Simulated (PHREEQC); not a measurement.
Dissolve 0.00078 mol ZnSO4, 6.8e-05 mol NiCl2 and 0.2 mol HCl per kg of water at 70 °C. Closed to the air; pH follows from the charge balance.

The numbers come from PHREEQC with the ion-association model, wateq4f.dat.

No solid was allowed to form.

Order these Zn species by the share of Zn that they hold, largest first: ZnCl2, ZnCl4-2, ZnCl3-, ZnCl+, Zn+2.

Zn+2 (49 %), ZnCl+ (44 %), ZnCl2 (4.9 %), ZnCl3- (1.5 %), ZnCl4-2 (0.35 %)

The pH is 0.81 and the ionic strength 0.201 mol/kgw. Species that the database lacks are ignored. Constants without temperature data keep their 25 °C values here.
